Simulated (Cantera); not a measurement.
A Cantera script and what it prints.

```python
import numpy as np
import cantera as ct

gas_names = [...]  # 151 gases of nasa_gas.yaml made of C, H, N, O, Si
cond_names = """
    C(gr) C6H6(L) C7H8(L) C8H18(L),n-octa H2O(s) H2O(L) Si(cr) Si(L) SiC(b) SiO2(Lqz) SiO2(hqz) SiO2(L)
    Si2N2O(s) Si3N4(a)
""".split()


# ... load() reads the species with a 1 bar reference pressure and builds the phases ...
atoms = {
    'HMDSO': {'Si': 2, 'C': 6, 'H': 18, 'O': 1},
    'N2O': {'N': 2, 'O': 1},
}
top_T = {'C(gr)': 4500, 'SiC(b)': 3050, 'Si2N2O(s)': 2100, 'Si3N4(a)': 2400}  # K; cautious upper limits of use, not melting points


# ... equilibrate(T, P, feed) seeds the gas with the atoms and calls Mixture.equilibrate('TP', solver="vcs", rtol=1e-11, max_steps=5000) ...
results = []
feed = {'HMDSO': 1, 'N2O': 25}  # mol
T = 750  # K
P = 133.322  # Pa
mix = equilibrate(T, P, feed)
results.append((T, P, feed, dict(zip(mix.species_names, mix.species_moles))))
x = sorted(zip(gas.X, gas.species_names), reverse=True)
print(f"T = {T:g} K  P = {P:g} Pa  gas = {mix.phase_moles(0):.4g} mol")
print("   x: " + "  ".join(f"{s} {v:.3e}" for v, s in x if v > 0.0001))
print("   condensed (mol): " + ("  ".join(f"{mix.phase(i).name} {mix.phase_moles(i):.4g}"
      for i in range(1, mix.n_phases) if mix.phase_moles(i) > 1e-12) or "none"))
```

Output:

```
T = 750 K  P = 133.322 Pa  gas = 40.5 mol
   x: N2 6.173e-01  H2O 2.222e-01  CO2 1.481e-01  O2 1.235e-02
   condensed (mol): SiO2(Lqz) 2
```

Cantera equilibrium calculation (NASA polynomials, part measured and part estimated; ideal gas, pure solids and liquids). The feed counts by its element totals alone.
